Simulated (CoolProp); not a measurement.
Vapour-liquid equilibrium of toluene (1) + n-decane (2) at 168.55 °C; x and y are mole fractions of (1).

Model: multi-fluid Helmholtz-energy mixture model, Lemmon 2006 and Lemmon 2006; pair parameters Bell 2016, in CoolProp.

```
x     bubble pressure, mixture model (MPa)  bubble pressure, Raoult's law (MPa)  y, mixture model  y, Raoult's law
----  ------------------------------------  -----------------------------------  ----------------  ---------------
0.05                                0.1031                               0.1039             0.183            0.198
0.15                                0.1357                               0.1363             0.435            0.453
0.25                                0.1696                               0.1686             0.595            0.610
0.35                                0.2035                               0.2010             0.702            0.716
0.45                                0.2368                               0.2333             0.778            0.793
0.55                                0.2691                               0.2656             0.836            0.851
0.65                                0.3007                               0.2980             0.881            0.897
0.75                                0.3318                               0.3303             0.920            0.934
0.85                                0.3630                               0.3627             0.954            0.964
0.95                                0.3949                               0.3950             0.985            0.989
```

The largest gap from Raoult's law is +1.5 % in bubble pressure, at x = 0.45. No azeotrope shows between x = 0.05 and 0.95.

The pair parameters rest on a limited set of measurements; away from them the model extrapolates. The gap from Raoult's law changes sign with composition, which may be real or a fault of the pair parameters; it wasn't checked against measurements.
